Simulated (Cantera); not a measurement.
Premixed flame

A freely propagating, adiabatic, planar premixed flame of CH₄ : O₂ : N₂ : H₂O = 1 : 1.82 : 6.84 : 0.32 (molar parts), equivalence ratio 1.1, unburnt at 598 K and 1000000 Pa; mixture-averaged transport, grid criteria slope 0.08 and curve 0.16, no radiation.

Computed with Cantera and GRI-Mech 3.0 (53 species, 325 reactions). Burning velocities carry a grid error of a few per cent, more on coarse grids.

```json
[
 {"z (mm)": "-0.218", "T (K)": "599", "u (m/s)": "0.468", "x CH₄": "0.0999", "x O₂": "0.182", "x H₂O": "0.0323", "x CH₂CO": "1.51e-8", "x HO₂": "1.52e-7", "x CH₂": "<1e-8"},
 {"z (mm)": "-0.145", "T (K)": "606", "u (m/s)": "0.475", "x CH₄": "0.0991", "x O₂": "0.181", "x H₂O": "0.0335", "x CH₂CO": "2.16e-7", "x HO₂": "1.31e-6", "x CH₂": "<1e-8"},
 {"z (mm)": "-0.109", "T (K)": "629", "u (m/s)": "0.495", "x CH₄": "0.0972", "x O₂": "0.179", "x H₂O": "0.0372", "x CH₂CO": "1.26e-6", "x HO₂": "5.39e-6", "x CH₂": "<1e-8"},
 {"z (mm)": "-0.0727", "T (K)": "749", "u (m/s)": "0.592", "x CH₄": "0.0888", "x O₂": "0.169", "x H₂O": "0.0533", "x CH₂CO": "1.28e-5", "x HO₂": "3.22e-5", "x CH₂": "<1e-8"},
 {"z (mm)": "-0.0363", "T (K)": "1217", "u (m/s)": "0.975", "x CH₄": "0.0575", "x O₂": "0.125", "x H₂O": "0.107", "x CH₂CO": "0.000117", "x HO₂": "0.000150", "x CH₂": "2.13e-8"},
 {"z (mm)": "-0.0182", "T (K)": "1631", "u (m/s)": "1.32", "x CH₄": "0.0292", "x O₂": "0.0807", "x H₂O": "0.151", "x CH₂CO": "0.000258", "x HO₂": "0.000178", "x CH₂": "2.25e-6"},
 {"z (mm)": "0", "T (K)": "2017", "u (m/s)": "1.63", "x CH₄": "0.00547", "x O₂": "0.0346", "x H₂O": "0.190", "x CH₂CO": "0.000167", "x HO₂": "7.19e-5", "x CH₂": "4.06e-5"},
 {"z (mm)": "0.0182", "T (K)": "2181", "u (m/s)": "1.76", "x CH₄": "0.000246", "x O₂": "0.0124", "x H₂O": "0.204", "x CH₂CO": "1.33e-5", "x HO₂": "1.75e-5", "x CH₂": "1.26e-5"},
 {"z (mm)": "0.0363", "T (K)": "2241", "u (m/s)": "1.80", "x CH₄": "7.20e-6", "x O₂": "0.00625", "x H₂O": "0.207", "x CH₂CO": "4.74e-7", "x HO₂": "8.45e-6", "x CH₂": "5.72e-7"},
 {"z (mm)": "0.0727", "T (K)": "2298", "u (m/s)": "1.84", "x CH₄": "1.82e-8", "x O₂": "0.00307", "x H₂O": "0.210", "x CH₂CO": "<1e-8", "x HO₂": "3.72e-6", "x CH₂": "<1e-8"},
 {"z (mm)": "0.145", "T (K)": "2340", "u (m/s)": "1.87", "x CH₄": "<1e-8", "x O₂": "0.00141", "x H₂O": "0.213", "x CH₂CO": "<1e-8", "x HO₂": "1.34e-6", "x CH₂": "<1e-8"},
 {"z (mm)": "0.291", "T (K)": "2362", "u (m/s)": "1.88", "x CH₄": "<1e-8", "x O₂": "0.000616", "x H₂O": "0.215", "x CH₂CO": "<1e-8", "x HO₂": "4.60e-7", "x CH₂": "<1e-8"},
 {"z (mm)": "0.581", "T (K)": "2371", "u (m/s)": "1.89", "x CH₄": "<1e-8", "x O₂": "0.000358", "x H₂O": "0.216", "x CH₂CO": "<1e-8", "x HO₂": "2.36e-7", "x CH₂": "<1e-8"}
]
```
x: mole fraction of selected species; z is measured from the peak of heat release.

| Item | Value |
|---|---|
| laminar burning velocity | 46.7 cm/s |
| thermal thickness | 0.0727 mm |
| peak x(CH₂CO) | 0.000280 |
| peak x(HO₂) | 0.000184 |
| peak x(CH₂) | 4.38e-5 |
| grid points | 143 |
